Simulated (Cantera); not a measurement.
## Premixed flame

A freely propagating, adiabatic, planar premixed flame of 40.3 % H2, 12.6 % O2, 47.1 % N2, equivalence ratio 1.6, unburnt at 625 K and 360000 Pa; mixture-averaged transport, grid criteria slope 0.08 and curve 0.16, no radiation.

Detailed kinetics in Cantera: the H2/O2 subset of GRI-Mech 3.0, which has no nitrogen chemistry. The hydrogen kinetics of GRI-Mech 3.0 are dated; newer H2 mechanisms differ, most at raised pressure. Burning velocities carry a grid error of a few per cent, more on coarse grids.

```csv
z (mm),T (K),u (m/s),x H2,x O2,x HO2,x H2O,x OH,x H
-0.262,625,10.3,0.403,0.126,<1e-8,<1e-8,<1e-8,<1e-8
-0.174,625,10.3,0.403,0.126,<1e-8,<1e-8,<1e-8,<1e-8
-0.131,625,10.3,0.403,0.126,1.46e-8,1.12e-8,<1e-8,<1e-8
-0.0872,625,10.3,0.403,0.126,9.99e-7,6.22e-7,<1e-8,2.88e-8
-0.0436,658,10.7,0.396,0.126,0.000494,0.00134,8.88e-5,0.000217
-0.0218,926,14.6,0.358,0.119,0.000474,0.0256,0.00110,0.00696
0,1370,21.0,0.265,0.0808,0.000214,0.108,0.00345,0.0363
0.0218,1681,25.5,0.181,0.0307,7.69e-5,0.203,0.00727,0.0636
0.0436,1833,27.6,0.151,0.0103,2.49e-5,0.242,0.00924,0.0689
0.0872,1977,29.5,0.147,0.00300,7.15e-6,0.258,0.0102,0.0601
0.174,2113,31.2,0.152,0.00160,3.76e-6,0.265,0.00963,0.0456
0.349,2235,32.7,0.158,0.000857,2.03e-6,0.272,0.00804,0.0319
0.698,2331,33.8,0.162,0.000393,9.45e-7,0.277,0.00597,0.0208
```
x: mole fraction of selected species; z is measured from the peak of heat release.

| Quantity | Result |
|---|---|
| laminar burning velocity | 1030 cm/s |
| thermal thickness | 0.0872 mm |
| peak x(HO2) | 0.000685 |
| peak x(OH) | 0.0102 |
| peak x(H) | 0.0690 |
| grid points | 109 |
